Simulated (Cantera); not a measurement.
**Ignition delay**

Mixture: 8.02 % CH4, 19.3 % O2, 72.7 % N2, at 0.980 bar, adiabatic and at constant pressure. Ignition delay is the time to a rise of 400 K.

Model: GRI-Mech 3.0 (53 species, 325 reactions), integrated in Cantera.

```
T0 (K)  delay (ms)
------  ----------
1000          1030
1050           436
1100           192
1150          88.4
1200          42.3
1250          21.0
1300          10.8
1350          5.79
```

```yaml
apparent activation energy between 1250 and 1350 K: 180 kJ/mol
```
